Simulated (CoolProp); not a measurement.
Fluorine along the isotherm -62.15 °C: Z from the reference equation and from simpler models built on Tc = -128.7 °C, pc = 5.240 MPa, ω = 0.045; each cubic takes its own stable root.

Computed with CoolProp (reference Helmholtz-energy equation of state, de Reuck 1990).

```json
[
 {"p (MPa)": "1.25", "phase": "gas", "reference": "0.9770"},
 {"p (MPa)": "2.5", "phase": "gas", "reference": "0.9535"},
 {"p (MPa)": "3.75", "phase": "gas", "reference": "0.9303"},
 {"p (MPa)": "5", "phase": "gas", "reference": "0.9081"},
 {"p (MPa)": "6.25", "phase": "supercritical", "reference": "0.8871"},
 {"p (MPa)": "7.5", "phase": "supercritical", "reference": "0.8673"},
 {"p (MPa)": "8.75", "phase": "supercritical", "reference": "0.8487"},
 {"p (MPa)": "10", "phase": "supercritical", "reference": "0.8313"},
 {"p (MPa)": "11.2", "phase": "supercritical", "reference": "0.8161"},
 {"p (MPa)": "12.5", "phase": "supercritical", "reference": "0.8018"},
 {"p (MPa)": "13.8", "phase": "supercritical", "reference": "0.7902"},
 {"p (MPa)": "15", "phase": "supercritical", "reference": "0.7825"},
 {"p (MPa)": "16.2", "phase": "supercritical", "reference": "0.7777"},
 {"p (MPa)": "17.5", "phase": "supercritical", "reference": "0.7756"},
 {"p (MPa)": "18.8", "phase": "supercritical", "reference": "0.7765"},
 {"p (MPa)": "20", "phase": "supercritical", "reference": "0.7796"}
]
```

Task: How far does each simpler model (van der Waals, Redlich-Kwong, Peng-Robinson) lie from the reference over these 16 states: mean and median of the absolute difference, and the worst?

Result: 
- van der Waals: mean 4.2 %, median 4.5 %, worst -7.2 % at -62.15 °C and 12.5 MPa
- Redlich-Kwong: mean 0.6 %, median 0.6 %, worst -1.2 % at -62.15 °C and 10 MPa
- Peng-Robinson: mean 2.3 %, median 2.5 %, worst -3.0 % at -62.15 °C and 10 MPa
